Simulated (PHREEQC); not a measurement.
A solution holds 0.00095 mol CaBr2, 0.18 mol AlCl3 and 0.0063 mol Na2HAsO4 per kg of water, at 27 °C. Closed to the air; pH follows from the charge balance.

Computed with PHREEQC (ion-association model, wateq4f.dat).

This is a speciation only: nothing precipitates in the calculation.

### Question
Estimate the pH, activity of water.

### Answer
pH 3.94; activity of water 0.987.

### Question
In which forms is Al present?

### Answer
Al+3 96 %, AlOH+2 3.5 % of the Al.

Examples of supersaturated solids here: AlAsO4:2H2O, Boehmite (slow to form). Others may be too. Ionic strength above about 0.7 mol/kgw puts this run outside the model's range. Species that the database lacks are ignored. The constant of AlAsO4:2H2O wasn't checked at its source and may be off. The database has no arsenate complexes of Ca.
